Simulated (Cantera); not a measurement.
What does this Cantera script print?

```python
import numpy as np
import cantera as ct

gas_names = """
    H H2 N NH NH2 NH3 N2 N2H2 N2H4 Si SiH SiH2 SiH3 SiH4 SiN Si2 Si2N Si3
""".split()
cond_names = """
    Si(cr) Si(L) Si3N4(a)
""".split()


def load(file, names, dense=False):
    # The tables refer to 1 bar. Condensed volumes are neglected.
    table = {s.name: s for s in ct.Species.list_from_file(file)}
    out = []
    for n in names:
        d = dict(table[n].input_data)
        d["thermo"] = dict(d["thermo"], **{"reference-pressure": 1e5})
        if dense:
            d["equation-of-state"] = {"model": "constant-volume", "density": "1e6 g/cm^3"}
        out.append(ct.Species.from_dict(d))
    return out


gas = ct.Solution(thermo="ideal-gas", species=load("nasa_gas.yaml", gas_names))
cond = {s.name: ct.Solution(thermo="fixed-stoichiometry", species=[s], name=s.name)
        for s in load("nasa_condensed.yaml", cond_names, dense=True)}
atoms = {
    'SiH4': {'Si': 1, 'H': 4},
    'N2': {'N': 2},
}
top_T = {'Si3N4(a)': 2400}  # K; cautious upper limits of use, not melting points


def equilibrate(T, P, feed):
    n = {}
    for name, mol in feed.items():
        for a, k in atoms[name].items():
            n[a] = n.get(a, 0.0) + k * mol
    gas.TPX = T, P, n
    mass = sum(n.values()) * gas.mean_molecular_weight
    gas.equilibrate("TP")
    valid = [c for c in cond.values() if c.min_temp <= T <= top_T.get(c.name, c.max_temp)]
    mix = ct.Mixture([(gas, mass / gas.mean_molecular_weight)] + [(c, 0.0) for c in valid])
    mix.T, mix.P = T, P
    mix.equilibrate("TP", solver="vcs", rtol=1e-11, max_steps=5000)
    return mix


results = []
feed = {'SiH4': 1, 'N2': 0.23}  # mol
T = 1223.15  # K
P = 13332.2  # Pa
mix = equilibrate(T, P, feed)
results.append((T, P, feed, dict(zip(mix.species_names, mix.species_moles))))
print(gas.report(threshold=1e-06))
for i in range(1, mix.n_phases):
    print(f"{mix.phase(i).name:16s} {mix.phase_moles(i):12.5e} mol")
```

Output:

```
       temperature   1223.2 K
          pressure   13332 Pa
           density   0.0026429 kg/m^3
  mean mol. weight   2.016 kg/kmol
   phase of matter   gas

                          1 kg             1 kmol
                     ---------------   ---------------
          enthalpy        1.3658e+07        2.7534e+07  J
   internal energy        8.6131e+06        1.7364e+07  J
           entropy             93832        1.8917e+05  J/K
    Gibbs function       -1.0111e+08       -2.0385e+08  J
 heat capacity c_p             15472             31192  J/K
 heat capacity c_v             11348             22878  J/K

                      mass frac. Y      mole frac. X     chem. pot. / RT
                     ---------------   ---------------   ---------------
                H2           0.99999                 1           -20.044
     [  +17 minor]        8.2735e-06        1.3826e-06

Si(cr)            6.55001e-01 mol
Si3N4(a)          1.15000e-01 mol
```

Method: chemical equilibrium by Gibbs-energy minimisation in Cantera with the NASA 1993 tables (ideal gas, pure condensed phases). N2 is the only nitrogen source here; it is nearly inert below about 1500 K, so the nitride shown seldom forms there in practice. Mutual solubility and eutectic melting of coexisting phases are not modelled.
